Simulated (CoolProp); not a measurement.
Computed with CoolProp (reference Helmholtz-energy equation of state, Thol 2017).

Q: Give the vapour pressure (bar), liquid density (kg/m³), vapour density (kg/m³), enthalpy of vaporisation (kJ/kg) of saturated octamethyltrisiloxane (MDM) at 427.6 K.

A: 
```
T (K)  p (bar)  liquid density (kg/m³)  vapour density (kg/m³)  enthalpy of vaporisation (kJ/kg)
-----  -------  ----------------------  ----------------------  --------------------------------
427.6     1.07                     673                    7.69                               152
```
